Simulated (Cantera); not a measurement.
# Thermodynamics of silicon etching in halogen gases, feed Si + NF3 + H2

Input: 1 mol Si, 2.2 mol NF3, a varied amount of H2, at 750 K and 1.60 Pa.

Cantera equilibrium calculation (NASA polynomials, part measured and part estimated; ideal gas, pure solids and liquids). Candidate condensed phases: Si, Si3N4; 37 gas species. Equilibrium is a limit: real reactors are often held back by kinetics, nucleation or transport.

From 0.43 mol H2 to 41 mol H2 nothing is condensed. The main Si-bearing gas is SiF4 throughout.

| n(H2) (mol) | log p H2 | log p HF | log p N2 | log p F | log p SiF4 | log p F2 |
|---|---|---|---|---|---|---|
| 0.43 | <-16 | -5.50 | -5.40 | -5.40 | -5.44 | -5.93 |
| 0.63 | <-16 | -5.35 | -5.41 | -5.49 | -5.45 | -6.11 |
| 0.92 | <-16 | -5.19 | -5.42 | -5.69 | -5.46 | -6.52 |
| 1.3 | <-16 | -5.05 | -5.43 | -16.66 | -5.47 | <-16 |
| 2 | -5.68 | -5.11 | -5.49 | <-16 | -5.53 | <-16 |
| 2.9 | -5.39 | -5.18 | -5.55 | <-16 | -5.60 | <-16 |
| 4.2 | -5.21 | -5.26 | -5.64 | <-16 | -5.68 | <-16 |
| 6.1 | -5.09 | -5.36 | -5.73 | <-16 | -5.77 | <-16 |
| 8.9 | -5.00 | -5.47 | -5.84 | <-16 | -5.89 | <-16 |
| 13 | -4.94 | -5.60 | -5.97 | <-16 | -6.01 | <-16 |
| 19 | -4.90 | -5.73 | -6.10 | <-16 | -6.15 | <-16 |
| 28 | -4.87 | -5.88 | -6.25 | <-16 | -6.29 | <-16 |
| 41 | -4.84 | -6.03 | -6.40 | <-16 | -6.44 | <-16 |
log p: log10 of the partial pressure in bar; nothing condenses.
